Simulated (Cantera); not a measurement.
Charge: 1 mol Si, 0.0011 mol O₂, 33 mol CO, 10 mol H₂O, equilibrated at 1 atm.

Cantera equilibrium calculation (NASA polynomials, part measured and part estimated; ideal gas, pure solids and liquids). Candidate condensed phases: C, C₆H₆, C₇H₈, C₈H₁₈, H₂O, Si, SiC, SiO₂; 123 gas species. Equilibrium is a limit: real reactors are often held back by kinetics, nucleation or transport.

At 1098 K, list the 5 most abundant gas species with their mole fractions, and the condensed phases.

CO 0.625, H₂ 0.189, CO₂ 0.143, H₂O 0.0435, CH₄ 0.000332. Condensed: SiO₂(β-quartz).
